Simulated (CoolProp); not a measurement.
The fluid at 281.5 K and 1.94 MPa (liquid) is heated at constant pressure to 401.2 K. The same conditions are run with several fluids, on thermodynamics alone (safety and materials aside).

Computed with CoolProp (reference Helmholtz-energy equation of state of each fluid (decamethyltetrasiloxane (MD2M): Thol 2017; propane: Lemmon 2009; ethylbenzene: Zhou 2012; cis-2-butene: Lemmon 2005)).

```json
[
 {"fluid": "decamethyltetrasiloxane (MD2M)", "heat (kJ/kg)": "219", "final phase": "liquid", "final density (kg/m³)": "749"},
 {"fluid": "propane", "heat (kJ/kg)": "574", "final phase": "gas", "final density (kg/m³)": "29.4"},
 {"fluid": "ethylbenzene", "heat (kJ/kg)": "226", "final phase": "liquid", "final density (kg/m³)": "771"},
 {"fluid": "cis-2-butene", "heat (kJ/kg)": "554", "final phase": "gas", "final density (kg/m³)": "44.3"}
]
```
